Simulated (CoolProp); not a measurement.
Vapour-liquid equilibrium of hydrogen chloride (1) + ethane (2) at -14.45 °C; x and y are mole fractions of (1).

Computed with CoolProp (multi-fluid Helmholtz-energy mixture model, Thol 2018 and Bücker 2006; pair parameters Bell 2016).

```tsv
x	bubble pressure (MPa)	y at the bubble point	dew pressure at overall composition x (MPa)	liquid density (mol/L)
0.05	1.772	0.094	1.716	14.61
0.2	2.029	0.289	1.913	15.50
0.35	2.172	0.418	2.103	16.64
0.5	2.229	0.518	2.223	18.15
0.65	2.215	0.610	2.188	20.10
0.8	2.120	0.718	2.015	22.60
0.95	1.879	0.898	1.807	25.73
```

y crosses x between x = 0.5 and 0.65: the model has an azeotrope there.

Pair parameters are fitted to limited data, so mixtures are less certain than the pure fluids.
